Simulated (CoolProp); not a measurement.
Model: reference Helmholtz-energy equation of state, Thol 2019, in CoolProp.

**Question.** For n-pentane, give the phase and the cp (kJ/(kg K)), cv (kJ/(kg K)), isothermal compressibility (1/MPa), conductivity (mW/(m K)) at 620 K and 1.87 MPa; 620 K and 16.8 MPa.

**Answer.** 
- 620 K and 1.87 MPa: gas; cp 3.04, cv 2.86, isothermal compressibility 0.575, conductivity 60.3
- 620 K and 16.8 MPa: supercritical; cp 3.52, cv 2.92, isothermal compressibility 0.0350, conductivity 86.3

Thermal conductivity comes from a separate model (Vassiliou 2015).
